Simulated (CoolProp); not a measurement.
Vapour-liquid equilibrium of R125 (1) + R1234yf (2) at 217.2 K; x and y are mole fractions of (1).

Computed with CoolProp (multi-fluid Helmholtz-energy mixture model, Lemmon 2005 and Lemmon 2022; pair parameters Bell 2023).

Question: Give the bubble pressure and the first vapour's composition at x = 0.35, 0.8, 0.95. Is there an azeotrope?

Answer: x = 0.35: 0.04123 MPa, y = 0.573; x = 0.8: 0.05956 MPa, y = 0.907; x = 0.95: 0.06570 MPa, y = 0.979. No azeotrope shows between x = 0.05 and 0.95.

The pair parameters rest on a limited set of measurements; away from them the model extrapolates.
